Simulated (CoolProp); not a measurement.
Vapour-liquid equilibrium of R143a (1) + R236FA (2) at 255.8 K; x and y are mole fractions of (1).

Computed with CoolProp (multi-fluid Helmholtz-energy mixture model, Lemmon and Jacobsen 2000 and Pan 2012; pair parameters Bell 2016).

| x | bubble pressure (MPa) | y at the bubble point | dew pressure at overall composition x (MPa) | liquid density (mol/L) |
|---|---|---|---|---|
| 0.05 | 0.06217 | 0.233 | 0.05202 | 9.960 |
| 0.2 | 0.1013 | 0.596 | ? | 10.36 |
| 0.35 | 0.1433 | ? | 0.07099 | ? |
| 0.5 | 0.1877 | 0.859 | 0.08686 | 11.23 |
| 0.65 | 0.2340 | 0.920 | 0.1119 | 11.70 |
| 0.8 | 0.2817 | ? | ? | 12.19 |
| 0.95 | 0.3306 | 0.992 | 0.2669 | ? |

Problem. Fill in the missing entries.

Solution. 
- 0.2, dew pressure at overall composition x (MPa): 0.06004
- 0.35, y at the bubble point: 0.764
- 0.35, liquid density (mol/L): 10.79
- 0.8, y at the bubble point: 0.961
- 0.8, dew pressure at overall composition x (MPa): 0.1575
- 0.95, liquid density (mol/L): 12.68

No azeotrope shows between x = 0.05 and 0.95.

The pair parameters rest on a limited set of measurements; away from them the model extrapolates.
